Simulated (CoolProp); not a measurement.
C2F6 (R116) at 293.15 K and 3.06 MPa is throttled through a valve to 1.18 MPa with no heat exchange. Each further row changes one setting.

The numbers come from the reference Helmholtz-energy equation of state, Lemmon 2006 in CoolProp. It is a short technical equation, of lower accuracy than the large ones.

```tsv
case	temperature change (K)	final phase	final density (kg/m³)
as stated	-36.0	two-phase, vapour fraction 0.749	134
outlet pressure 0.354 MPa	-71.1	two-phase, vapour fraction 0.948	31.3
outlet pressure 1.53 MPa	-26.9	two-phase, vapour fraction 0.682	194
```
